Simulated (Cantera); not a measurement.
## Equilibrium for silicon nitride deposition: SiH2Cl2 + N2 + H2

Feed: 1 mol SiH2Cl2, 6.4 mol N2, 1.5 mol H2, held at 820 Pa.

Cantera equilibrium calculation (NASA polynomials, part measured and part estimated; ideal gas, pure solids and liquids). Candidate condensed phases: NH4Cl, Si, Si3N4; 28 gas species. N2 is the only nitrogen source here; it is nearly inert below about 1500 K, so the nitride shown seldom forms there in practice. The tables' values for SiCl, SiCl3, SiN are old estimates; treat these amounts as uncertain. Gases not in the tables: Si2H6 and higher silanes. Equilibrium is a limit: real reactors are often held back by kinetics, nucleation or transport.

```csv
T (°C),x N2,x H2,x HCl,x SiCl2,x H,x Si,n Si3N4(s),n Si(l)
577,0.627,0.177,0.189,2.64e-9,9.51e-11,<1e-12,0.312,0
777,0.624,0.170,0.201,4.00e-6,3.70e-8,<1e-12,0.321,0
977,0.623,0.168,0.205,0.000531,2.19e-6,<1e-12,0.323,0
1177,0.626,0.178,0.181,0.0126,4.41e-5,8.38e-9,0.286,0
1377,0.634,0.208,0.106,0.0498,0.000458,8.50e-6,0.171,0
1577,0.645,0.216,0.0695,0.0647,0.00276,0.000786,0,0.338
1777,0.634,0.205,0.0733,0.0591,0.0114,0.00942,0,0.263
```
x: gas mole fraction; n: condensed amount in mol.

From 577 °C to 1377 °C the condensed part is Si3N4(s). From 1577 °C to 1777 °C the condensed part is Si(l). The main Si-bearing gas is SiCl4 at 577 °C and SiCl2 at 1777 °C. The share of Si in condensed phases is highest at 977 °C (96.9 %) and lowest at 1777 °C (26.3 %).
